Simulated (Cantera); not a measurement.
A closed system holds: 1 mol Si₃N₄, 0.31 mol Si, 2.8 mol H₂, held at 1.00 bar.

These are equilibrium values from Cantera (NASA tables, ideal gas, pure condensed phases), not measurements of a reactor. Candidate condensed phases: Si, Si₃N₄; 18 gas species. The tables' values for SiN are old estimates; treat these amounts as uncertain. Gases not in the tables: Si₂H₆ and higher silanes. Equilibrium is a limit: real reactors are often held back by kinetics, nucleation or transport. All values below are at 1875 °C.

Base state: H₂ 0.580, N₂ 0.416, H 0.00318, Si 0.000220, SiH₂ 0.000135, SiH 8.23e-5, Si₂N 3.06e-5, SiN 2.66e-5 (mole fractions); condensed: Si(l).

Q: What changes in the equilibrium state with this change: pressure from 1.00 bar to 1.33 mbar?

A: 
| species | before | after |
|---|---|---|
| H₂ | 0.580 | 0.425 |
| N₂ | 0.416 | 0.330 |
| Si | 0.000220 | 0.165 |
| H | 0.00318 | 0.0744 |
| Si₂ | 3.17e-6 | 0.00238 |
| Si₃ | 6.34e-7 | 0.000476 |
| Si(l), mol | 3.31 | 2.25 |
